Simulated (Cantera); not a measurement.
Charge: 1 mol trisilylamine, 0.87 mol NH₃, 5.2 mol N₂, at 1698 K and 0.520 bar.

Equilibrium computed with Cantera from the NASA thermochemical tables; the gas is ideal and each condensed phase is pure. Candidate condensed phases: Si, Si₃N₄; 18 gas species. The feed counts by its element totals alone. Kinetics and transport are ignored.

Base state: H₂ 0.584, N₂ 0.416, H 0.000153 (mole fractions); condensed: Si₃N₄(s).

Problem. What changes in the equilibrium state with this change: pressure from 0.520 bar to 9.80e-5 bar?

Solution. 
```json
[
 {"species": "N₂", "before": "0.416", "after": "0.508"},
 {"species": "H₂", "before": "0.584", "after": "0.475"},
 {"species": "H", "before": "0.000153", "after": "0.0101"},
 {"species": "Si", "before": "4.60e-8", "after": "0.00670"},
 {"species": "Si₂N", "before": "<1e-9", "after": "5.22e-5"},
 {"species": "Si₂", "before": "<1e-9", "after": "2.92e-5"},
 {"species": "SiN", "before": "1.30e-8", "after": "2.88e-5"},
 {"species": "SiH", "before": "3.95e-8", "after": "7.12e-5"},
 {"species": "Si₃N₄(s), mol", "before": "1.000", "after": "0"},
 {"species": "Si(l), mol", "before": "0", "after": "2.92"}
]
```
The tables' values for SiN are old estimates; treat these amounts as uncertain.
